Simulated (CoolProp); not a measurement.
Saturation properties of n-butane.

The numbers come from the reference Helmholtz-energy equation of state, Bücker 2006 in CoolProp.

```json
[
 {"T (K)": "257.7", "p (kPa)": "55.26", "vapour density (kg/m³)": "1.540", "surface tension (mN/m)": "16.7", "vapour viscosity (µPa s)": "6.39", "liquid conductivity (mW/(m K))": "122"},
 {"T (K)": "261.6", "p (kPa)": "65.22", "vapour density (kg/m³)": "1.797", "surface tension (mN/m)": "16.2", "vapour viscosity (µPa s)": "(withheld)", "liquid conductivity (mW/(m K))": "121"},
 {"T (K)": "265.5", "p (kPa)": "76.55", "vapour density (kg/m³)": "2.086", "surface tension (mN/m)": "15.7", "vapour viscosity (µPa s)": "6.58", "liquid conductivity (mW/(m K))": "119"},
 {"T (K)": "269.5", "p (kPa)": "89.72", "vapour density (kg/m³)": "2.419", "surface tension (mN/m)": "15.2", "vapour viscosity (µPa s)": "6.68", "liquid conductivity (mW/(m K))": "(withheld)"},
 {"T (K)": "273.4", "p (kPa)": "104.2", "vapour density (kg/m³)": "2.781", "surface tension (mN/m)": "14.8", "vapour viscosity (µPa s)": "6.77", "liquid conductivity (mW/(m K))": "(withheld)"},
 {"T (K)": "277.3", "p (kPa)": "120.5", "vapour density (kg/m³)": "3.185", "surface tension (mN/m)": "14.3", "vapour viscosity (µPa s)": "6.87", "liquid conductivity (mW/(m K))": "114"},
 {"T (K)": "281.2", "p (kPa)": "138.6", "vapour density (kg/m³)": "3.632", "surface tension (mN/m)": "(withheld)", "vapour viscosity (µPa s)": "6.96", "liquid conductivity (mW/(m K))": "112"},
 {"T (K)": "285.2", "p (kPa)": "159.4", "vapour density (kg/m³)": "4.140", "surface tension (mN/m)": "13.4", "vapour viscosity (µPa s)": "7.06", "liquid conductivity (mW/(m K))": "110"}
]
```

Problem. Complete the blanks.

Solution. 
- 261.6, vapour viscosity (µPa s): 6.49
- 269.5, liquid conductivity (mW/(m K)): 117
- 273.4, liquid conductivity (mW/(m K)): 115
- 281.2, surface tension (mN/m): 13.9

It boils at 272.7 K under 1 atm.

Viscosity comes from a separate model (Vogel 1999). Thermal conductivity comes from a separate model (Perkins 2002). Surface tension comes from a separate correlation (Mulero 2012).
